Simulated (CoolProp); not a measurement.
Vapour-liquid equilibrium of acetone (1) + p-xylene (2) at 0.0516 MPa; x and y are mole fractions of (1).

Model: multi-fluid Helmholtz-energy mixture model, Lemmon 2006 and Zhou 2012; pair parameters Bell 2016, in CoolProp.

```csv
x,bubble temperature (K),y at the bubble point,dew temperature at overall composition x (K),liquid density (mol/L)
0.05,366.6,0.519,386.3,7.644
0.15,345.1,0.803,382.9,8.165
0.25,334.8,0.882,379.1,8.627
0.35,328.8,0.917,374.9,9.090
0.45,324.8,0.937,370.2,9.577
0.55,321.7,0.952,364.8,10.10
0.65,319.0,0.963,358.4,10.68
0.75,316.6,0.974,350.3,11.31
0.85,314.3,0.984,339.4,12.03
0.95,311.9,0.995,322.0,12.83
```

No azeotrope shows between x = 0.05 and 0.95.

Pair parameters are fitted to limited data, so mixtures are less certain than the pure fluids.
